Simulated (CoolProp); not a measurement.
Properties of propane along the isotherm 523.2 K (Tc = 369.9 K, pc = 4.251 MPa, ω = 0.152).

Values from CoolProp's reference Helmholtz-energy equation of state, Lemmon 2009.

```tsv
p (MPa)	phase	density (kg/m³)	speed of sound (m/s)	expansivity (1/kK)	Prandtl number	fugacity coefficient
0.399	gas	4.085	323.4	1.984	0.724	0.9902
0.797	gas	8.241	320.9	2.058	?	0.9805
1.2	gas	12.53	318.3	?	0.726	0.9708
1.59	gas	16.77	?	2.216	0.728	0.9615
1.99	gas	21.21	313.5	2.300	0.732	0.9521
2.39	gas	?	311.1	2.387	0.736	0.9428
2.79	gas	30.35	?	2.477	0.742	0.9337
3.19	gas	35.06	306.6	2.570	0.748	0.9246
3.59	gas	39.86	304.5	2.666	0.756	0.9157
3.99	gas	44.76	302.4	2.765	0.764	0.9069
4.38	supercritical	49.63	300.5	2.863	0.774	?
4.78	supercritical	54.71	298.6	2.967	0.784	0.8898
5.18	supercritical	59.90	296.9	3.073	0.796	0.8813
5.58	supercritical	65.17	295.3	3.180	0.808	0.8730
5.98	supercritical	70.54	293.9	3.288	0.821	0.8648
6.38	supercritical	75.99	292.6	3.398	0.836	0.8567
```

Problem. Fill in the missing entries.

Solution. 
- 0.797, Prandtl number: 0.725
- 1.2, expansivity (1/kK): 2.137
- 1.59, speed of sound (m/s): 315.9
- 2.39, density (kg/m³): 25.73
- 2.79, speed of sound (m/s): 308.8
- 4.38, fugacity coefficient: 0.8984

Viscosity comes from a separate model (Vogel 1998). Thermal conductivity comes from a separate model (Marsh 2002).
